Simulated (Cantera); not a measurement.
## Diamond growth

A diamond (100) surface in a fixed gas of H2 with x(CH4) = 0.016, x(H) = 0.00056, at 1123 K, 6600 Pa; coverages are run to steady state.

Detailed kinetics in Cantera: the Harris–Goodwin 1993 mechanism for the reconstructed diamond (100) surface.

| x(CH3) | growth (µm/h) | θ c6HH | θ c6H* | θ c6*H | θ c6** | θ c6HM |
|---|---|---|---|---|---|---|
| 1e-06 | 0.0113 | 0.517 | 0.0291 | 0.438 | 0.0151 | 0.000105 |
| 2.1e-06 | 0.0237 | 0.517 | 0.0291 | 0.438 | 0.0151 | 0.000220 |
| 4.2e-06 | 0.0474 | 0.517 | 0.0291 | 0.438 | 0.0151 | 0.000439 |
| 8.6e-06 | 0.0968 | 0.517 | 0.0291 | 0.438 | 0.0150 | 0.000898 |
| 1.8e-05 | 0.202 | 0.516 | 0.0291 | 0.437 | 0.0150 | 0.00187 |
| 3.6e-05 | 0.402 | 0.515 | 0.0290 | 0.436 | 0.0148 | 0.00373 |
| 7.4e-05 | 0.817 | 0.512 | 0.0288 | 0.433 | 0.0146 | 0.00759 |
| 0.00015 | 1.62 | 0.506 | 0.0284 | 0.427 | 0.0140 | 0.0151 |
| 0.00031 | 3.19 | 0.494 | 0.0277 | 0.416 | 0.0130 | 0.0299 |
θ: site fractions in the mechanism's names (c6HH fully hydrogenated, c6H* and c6*H radical sites, c6** diradical, c6HM methylated).
